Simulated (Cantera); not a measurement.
Feed: 1 mol Pb, 0.038 mol H₂, 0.47 mol N₂, 0.63 mol O₂, equilibrated at 875 K and 7.80 mbar.

These are equilibrium values from Cantera (NASA tables, ideal gas, pure condensed phases), not measurements of a reactor. Candidate condensed phases: H₂O, Pb, PbO, PbO₂, Pb₃O₄; 27 gas species. Rates play no part.

Base state: N₂ 0.759, O₂ 0.179, H₂O 0.0614 (mole fractions); condensed: PbO(yellow).

### Question
What changes in the equilibrium state with this change: temperature from 875 K to 1325 K?

### Answer
```csv
species,before,after
N₂,0.759,0.688
O₂,0.179,0.164
PbO,3.30e-7,0.0885
H₂O,0.0614,0.0556
Pb,<1e-9,0.00321
OH,1.79e-8,3.29e-5
"PbO(yellow), mol",1.00,0
"PbO(l), mol",0,0.937
```
Gases not in the tables: (PbO)n polymers.
